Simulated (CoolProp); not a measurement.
Values from CoolProp's reference Helmholtz-energy equation of state, Akasaka 2019.

For R1234ze(Z), give the phase and the speed of sound (m/s), Joule-Thomson coefficient (K/MPa), isothermal compressibility (1/MPa), expansivity (1/kK) at 312.5 K and 194 kPa; 425.7 K and 15100 kPa.


- 312.5 K and 194 kPa: gas; speed of sound 150, Joule-Thomson coefficient 34.5, isothermal compressibility 5.54, expansivity 4.12
- 425.7 K and 15100 kPa: supercritical; speed of sound 383, Joule-Thomson coefficient 0.258, isothermal compressibility 0.0103, expansivity 3.22
